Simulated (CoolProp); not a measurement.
Vapour pressure (bar) of hydrogen chloride: the reference equation beside estimates from Tc = 51.5 °C, pc = 83.14 bar, ω = 0.130.

The numbers come from the reference Helmholtz-energy equation of state, Thol 2018 in CoolProp.

```csv
T (°C),reference,Lee-Kesler,Soave-Redlich-Kwong,Peng-Robinson
-62.45,3.135,3.083,3.082,3.108
-52.15,(withheld),4.809,(withheld),(withheld)
-41.85,7.164,7.179,7.180,7.159
-31.45,10.28,10.36,10.38,10.31
-21.15,(withheld),14.42,14.48,(withheld)
-10.75,19.35,19.58,19.72,19.52
-0.45,25.59,25.89,26.15,25.87
9.95,33.30,33.64,34.06,33.71
20.25,42.52,(withheld),43.44,43.06
30.55,53.56,53.89,54.55,54.17
40.95,66.88,67.12,67.66,67.40
```

Task: Complete the blanks.

Result: 
- -52.15, reference: 4.837
- -52.15, Soave-Redlich-Kwong: 4.806
- -52.15, Peng-Robinson: 4.816
- -21.15, reference: 14.26
- -21.15, Peng-Robinson: 14.35
- 20.25, Lee-Kesler: 42.88

Absolute difference from the reference over all 11 rows, mean and median: Lee-Kesler 0.9 and 0.8 %, Soave-Redlich-Kwong 1.5 and 1.7 %, Peng-Robinson 0.8 and 0.9 %.
